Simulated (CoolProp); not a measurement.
A Linde-Hampson liquefier for CF4 (R14): isothermal reversible compression at 300 K from 1 atm to 15 MPa, throttling to 1 atm, return gas leaving the recuperator 5 K below the feed. Each further row changes one setting.

Model: reference Helmholtz-energy equation of state, Platzer 1990, in CoolProp. This equation is an older, rougher fit; its heat capacities, sound speeds and derivatives of the liquid may be far off and weren't checked against measurements.

| case | liquid yield per pass | compression work (kJ/kg of gas) |
|---|---|---|
| as stated | [?] | 129 |
| high pressure 30 MPa | [?] | [?] |
| warm-end temperature 330 K | 0.165 | [?] |
| warm-end gap 10 K | [?] | 129 |

**Question.** Some entries are withheld; supply them.

**Answer.** 
- as stated, liquid yield per pass: 0.234
- high pressure 30 MPa, liquid yield per pass: 0.282
- high pressure 30 MPa, compression work (kJ/kg of gas): 145
- warm-end temperature 330 K, compression work (kJ/kg of gas): 146
- warm-end gap 10 K, liquid yield per pass: 0.222
